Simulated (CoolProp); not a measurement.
Computed with CoolProp (reference Helmholtz-energy equation of state, Platzer 1990). This equation is an older, rougher fit; its heat capacities, sound speeds and derivatives of the liquid may be far off and weren't checked against measurements.

Q: Give the vapour pressure (MPa), liquid viscosity (µPa s), liquid conductivity (mW/(m K)) of saturated R13 at 224.9, 236.5, 259.8 K.

A: 
```json
[
 {"T (K)": "224.9", "p (MPa)": "0.447", "liquid viscosity (µPa s)": "194", "liquid conductivity (mW/(m K))": "73.4"},
 {"T (K)": "236.5", "p (MPa)": "0.676", "liquid viscosity (µPa s)": "165", "liquid conductivity (mW/(m K))": "67.7"},
 {"T (K)": "259.8", "p (MPa)": "1.38", "liquid viscosity (µPa s)": "119", "liquid conductivity (mW/(m K))": "56.8"}
]
```

Viscosity comes from a separate model (Huber 2003), an estimate that may be off by 10 % or more. Thermal conductivity comes from a separate model (Huber 2003), an estimate that may be off by 10 % or more.
